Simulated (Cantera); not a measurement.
## Equilibrium for titanium nitride, carbide and oxide coatings: TiCl₄ + O₂

Charge: 1 mol TiCl₄, 0.56 mol O₂, held at 0.133 bar.

Equilibrium computed with Cantera from the NASA thermochemical tables; the gas is ideal and each condensed phase is pure. Candidate condensed phases: Ti, TiCl₂, TiCl₃, TiCl₄, TiO, TiO₂, Ti₂O₃, Ti₃O₅, Ti₄O₇; 15 gas species. The tables' values for TiCl₂ are old estimates; treat these amounts as uncertain. Condensed phases not in the tables: TiOCl. The numbers say what is thermodynamically allowed, not how fast it happens.

```csv
T (K),x Cl,x Cl₂,x TiCl₄,x TiCl₃,x TiOCl₂,x O₂,x ClO,n TiO₂(rutile)
925,0.000268,0.718,0.282,1.16e-9,6.07e-12,1.76e-7,3.19e-9,0.560
1125,0.00475,0.714,0.281,1.95e-7,6.66e-9,1.05e-5,2.58e-7,0.560
1325,0.0351,0.687,0.277,6.91e-6,8.51e-7,0.000169,5.25e-6,0.560
1525,0.145,0.591,0.263,9.73e-5,2.91e-5,0.00105,4.09e-5,0.558
1725,0.375,0.391,0.231,0.000784,0.000413,0.00252,0.000131,0.555
1925,0.627,0.175,0.188,0.00469,0.00316,0.00211,0.000168,0.551
2125,0.763,0.0580,0.140,0.0219,0.0153,0.000840,0.000112,0.538
```
x: gas mole fraction; n: condensed amount in mol.

From 925 K to 2125 K the condensed part is TiO₂(rutile). The main Ti-bearing gas is TiCl₄ throughout.
